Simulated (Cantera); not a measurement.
Input: 1 mol Si, 7.1 mol H2, held at 1.20 bar.

Method: chemical equilibrium by Gibbs-energy minimisation in Cantera with the NASA 1993 tables (ideal gas, pure condensed phases). Candidate condensed phases: Si; 9 gas species. Gases not in the tables: Si2H6 and higher silanes. Kinetics and transport are ignored.

x: gas mole fraction; n: condensed amount in mol.

```
T (K)   x H2         x H      x SiH2      x SiH4       x SiH        x Si      x SiH3  n Si(s)  n Si(l)
-----  -----  ----------  ----------  ----------  ----------  ----------  ----------  -------  -------
1098   1.000     2.26e-8     1.25e-9     6.31e-7      <1e-12      <1e-12    4.34e-11    1.000        0
1173   1.000     1.08e-7     6.81e-9     7.40e-7    8.09e-12      <1e-12    1.76e-10    1.000        0
1248   1.000     4.26e-7     3.02e-8     8.51e-7    7.90e-11    6.46e-12    6.01e-10    1.000        0
1323   1.000     1.45e-6     1.13e-7     9.63e-7    5.94e-10    7.39e-11     1.79e-9    1.000        0
1398   1.000  (withheld)  (withheld)  (withheld)  (withheld)  (withheld)  (withheld)    1.000        0
1473   1.000     1.15e-5     1.05e-6     1.19e-6     1.80e-8     4.56e-9     1.13e-8    1.000        0
1548   1.000  (withheld)  (withheld)  (withheld)  (withheld)  (withheld)  (withheld)    1.000        0
1623   1.000     6.31e-5     6.47e-6     1.42e-6     2.87e-7     1.30e-7     5.06e-8    1.000        0
1698   1.000    0.000132     1.40e-5     1.51e-6     9.34e-7     5.47e-7     9.53e-8        0    1.000
```

Q: Complete the blanks.

A: 
- 1548, x H: 2.81e-5
- 1548, x SiH2: 2.73e-6
- 1548, x SiH4: 1.30e-6
- 1548, x SiH: 7.68e-8
- 1548, x Si: 2.65e-8
- 1548, x SiH3: 2.48e-8
- 1398, x H: 4.32e-6
- 1398, x SiH2: 3.66e-7
- 1398, x SiH4: 1.08e-6
- 1398, x SiH: 3.58e-9
- 1398, x Si: 6.49e-10
- 1398, x SiH3: 4.72e-9
